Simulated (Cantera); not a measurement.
Feed: 1 mol SiH₄, 1.1 mol N₂, at 10.0 mbar.

Equilibrium computed with Cantera from the NASA thermochemical tables; the gas is ideal and each condensed phase is pure. Candidate condensed phases: Si, Si₃N₄; 18 gas species. N₂ is the only nitrogen source here; it is nearly inert below about 1500 K, so the nitride shown seldom forms there in practice. Gases not in the tables: Si₂H₆ and higher silanes. Kinetics and transport are ignored.

**Question.** Which condensed phases are stable at each of these points (T (°C)): 675, 775, 875, 975, 1075, 1175, 1275, 1375, 1475, 1575, 1675, 1775?

**Answer.** 
```json
[
 {"T (°C)": "675", "condensed phases": "Si₃N₄(s)", "Si condensed (%)": "100.0"},
 {"T (°C)": "775", "condensed phases": "Si₃N₄(s)", "Si condensed (%)": "100.0"},
 {"T (°C)": "875", "condensed phases": "Si₃N₄(s)", "Si condensed (%)": "100.0"},
 {"T (°C)": "975", "condensed phases": "Si₃N₄(s)", "Si condensed (%)": "100.0"},
 {"T (°C)": "1075", "condensed phases": "Si₃N₄(s)", "Si condensed (%)": "100.0"},
 {"T (°C)": "1175", "condensed phases": "Si₃N₄(s)", "Si condensed (%)": "100.0"},
 {"T (°C)": "1275", "condensed phases": "Si₃N₄(s)", "Si condensed (%)": "100.0"},
 {"T (°C)": "1375", "condensed phases": "Si₃N₄(s)", "Si condensed (%)": "100.0"},
 {"T (°C)": "1475", "condensed phases": "Si(l)", "Si condensed (%)": "99.9"},
 {"T (°C)": "1575", "condensed phases": "Si(l)", "Si condensed (%)": "99.8"},
 {"T (°C)": "1675", "condensed phases": "Si(l)", "Si condensed (%)": "99.1"},
 {"T (°C)": "1775", "condensed phases": "Si(l)", "Si condensed (%)": "97.3"}
]
```

From 675 °C to 1375 °C the condensed part is Si₃N₄(s). From 1475 °C to 1775 °C the condensed part is Si(l).
